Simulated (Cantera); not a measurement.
A perfectly stirred reactor is fed with CH4 : H2 = 1 : 91 (molar parts), at 10.5 Torr; it is held at 1825 K, and followed from long to short residence time.

Cantera simulation using GRI-Mech 3.0 (53 species, 325 reactions); the numbers are that mechanism's predictions, not measurements. GRI-Mech 3.0 stops at C3 and has no aromatics, soot or wall deposition, so with more carbon than oxygen in the feed, carbon stays in small species such as C2H2 where larger ones or solid carbon would form. Radical loss at walls, strong at low pressure, is not modelled.

Q: Predict: x(CH4) at τ = 8.70 s; x(H2) at τ = 8.70 s; x(CH3) at τ = 8.70 s; x(C2H6) at τ = 8.70 s; x(C2H4) at τ = 8.70 s; x(CH4) at τ = 0.110 s; x(H2) at τ = 0.110 s; x(CH3) at τ = 0.110 s; x(C2H6) at τ = 0.110 s; x(C2H4) at τ = 0.110 s.

A: 
```json
{
  "x(CH4) at τ = 8.70 s": "0.00143",
  "x(H2) at τ = 8.70 s": "0.990",
  "x(CH3) at τ = 8.70 s": "9.89e-5",
  "x(C2H6) at τ = 8.70 s": "1.28e-8",
  "x(C2H4) at τ = 8.70 s": "1.74e-6",
  "x(CH4) at τ = 0.110 s": "0.00908",
  "x(H2) at τ = 0.110 s": "0.988",
  "x(CH3) at τ = 0.110 s": "0.000345",
  "x(C2H6) at τ = 0.110 s": "2.46e-7",
  "x(C2H4) at τ = 0.110 s": "1.01e-5"
}
```
